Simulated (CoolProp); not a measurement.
Vapour pressure (bar) of C3F8 (R218): the reference equation beside estimates from Tc = 345.0 K, pc = 26.40 bar, ω = 0.317.

The numbers come from the reference Helmholtz-energy equation of state, Lemmon 2006 in CoolProp. It is a short technical equation, of lower accuracy than the large ones.

```tsv
T (K)	reference	Redlich-Kwong	Soave-Redlich-Kwong	Peng-Robinson
176.8	0.02222	0.08328	0.02197	0.02367
188.7	0.06017	0.1904	0.05946	0.06261
200.6	0.1417	0.3855	0.1402	0.1449
212.5	0.2977	0.7079	0.2952	0.3010
224.5	0.5729	1.207	0.5697	0.5746
236.4	1.015	1.922	1.013	1.013
248.3	1.687	2.904	1.690	1.680
260.2	2.659	4.202	2.673	2.647
272.1	4.005	5.861	4.042	3.992
284.1	5.827	7.945	5.902	5.822
296	8.183	10.46	8.314	8.203
307.9	11.19	13.47	11.39	11.25
319.8	14.96	17.01	15.23	15.09
331.7	19.66	21.10	19.95	19.84
```

Absolute difference from the reference over all 14 rows, mean and median: Redlich-Kwong 91.7 and 65.1 %, Soave-Redlich-Kwong 1.0 and 1.1 %, Peng-Robinson 1.3 and 0.5 %.
